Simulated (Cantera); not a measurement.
A closed system holds: 1 mol SiCl4, 1.9 mol NH3, 15 mol N2, at 0.100 bar.

Method: chemical equilibrium by Gibbs-energy minimisation in Cantera with the NASA 1993 tables (ideal gas, pure condensed phases). Candidate condensed phases: NH4Cl, Si, Si3N4; 28 gas species. Kinetics and transport are ignored.

Over these rows the condensed part is Si3N4(s). Partial pressures as log10 of bar:

```
T (K)  1000/T (1/K)  log p SiCl2  log p N2  log p HCl  log p H2  log p SiCl4
-----  ------------  -----------  --------  ---------  --------  -----------
1048         0.9542        -7.09     -1.11      -1.83     -2.16        -2.88
1148         0.8711            ?     -1.11      -1.82     -2.18        -2.93
1248         0.8013        -4.90     -1.11      -1.81     -2.19        -2.97
1348         0.7418        -4.07     -1.11      -1.81     -2.20        -3.04
1448         0.6906        -3.39     -1.11      -1.81     -2.19        -3.16
1548         0.6460        -2.88     -1.12      -1.85     -2.16        -3.43
```

Problem. Fit log p(SiCl2) = a + b·(1000/T) to the five rows, give the apparent enthalpy, and predict the row at 1148 K.

Solution. Means: 1000/T = 0.7668, log p = -4.466. Sxy = -0.790191, Sxx = 0.0573331, so b = -13.78 and a = -4.466 − (-13.78)×0.7668 = 6.10.
Apparent enthalpy: −19.145 × (-13.78) = 264 kJ/mol. With the condensed phases at unit activity, 1/6 Si3N4(s) + 1/2 SiCl4(g) = SiCl2(g) + 1/3 N2(g) links this pressure to the main gases: over the six rows their terms move log p by -0.27 in all, so the slope isn't that reaction's ΔH° alone. The five rows lie within 0.08 of the line.
Prediction at 1148 K: 6.10 + (-13.78)×0.8711 = -5.90. The computed value is -5.90, 0.00 from the line.
